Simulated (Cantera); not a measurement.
A perfectly stirred reactor is fed with CH4 : N2 = 1 : 6 (molar parts), at 10.00 Torr; it is held at 1875 K, and followed from long to short residence time.

Cantera simulation using GRI-Mech 3.0 (53 species, 325 reactions); the numbers are that mechanism's predictions, not measurements. GRI-Mech 3.0 stops at C3 and has no aromatics, soot or wall deposition, so with more carbon than oxygen in the feed, carbon stays in small species such as C2H2 where larger ones or solid carbon would form. Radical loss at walls, strong at low pressure, is not modelled.

### Question
What does this change do: CH4 1 to 2.4 parts?

### Answer
```json
[
 {"quantity": "x(CH4) at τ = 29.0 s", "before": "0.000845", "after": "0.00144"},
 {"quantity": "x(C2H) at τ = 29.0 s", "before": "6.53e-6", "after": "1.00e-5"},
 {"quantity": "x(C2H2) at τ = 29.0 s", "before": "0.0609", "after": "0.109"},
 {"quantity": "x(C2H6) at τ = 29.0 s", "before": "1.88e-8", "after": "3.77e-8"},
 {"quantity": "x(C2H4) at τ = 29.0 s", "before": "4.30e-6", "after": "1.01e-5"},
 {"quantity": "x(CH4) at τ = 0.190 s", "before": "0.0300", "after": "0.0477"},
 {"quantity": "x(C2H) at τ = 0.190 s", "before": "1.90e-6", "after": "3.23e-6"},
 {"quantity": "x(C2H2) at τ = 0.190 s", "before": "0.0478", "after": "0.0904"},
 {"quantity": "x(C2H6) at τ = 0.190 s", "before": "4.66e-6", "after": "1.05e-5"},
 {"quantity": "x(C2H4) at τ = 0.190 s", "before": "0.000664", "after": "0.000936"}
]
```

### Question
What does this change do: 0.13 parts H2O added?

### Answer
```json
[
 {"quantity": "x(CH4) at τ = 29.0 s", "before": "0.000845", "after": "0.000930"},
 {"quantity": "x(C2H) at τ = 29.0 s", "before": "6.53e-6", "after": "5.26e-6"},
 {"quantity": "x(C2H2) at τ = 29.0 s", "before": "0.0609", "after": "0.0514"},
 {"quantity": "x(C2H6) at τ = 29.0 s", "before": "1.88e-8", "after": "2.10e-8"},
 {"quantity": "x(C2H4) at τ = 29.0 s", "before": "4.30e-6", "after": "4.23e-6"},
 {"quantity": "x(CH4) at τ = 0.190 s", "before": "0.0300", "after": "0.0289"},
 {"quantity": "x(C2H) at τ = 0.190 s", "before": "1.90e-6", "after": "1.90e-6"},
 {"quantity": "x(C2H2) at τ = 0.190 s", "before": "0.0478", "after": "0.0466"},
 {"quantity": "x(C2H6) at τ = 0.190 s", "before": "4.66e-6", "after": "4.37e-6"},
 {"quantity": "x(C2H4) at τ = 0.190 s", "before": "0.000664", "after": "0.000628"}
]
```
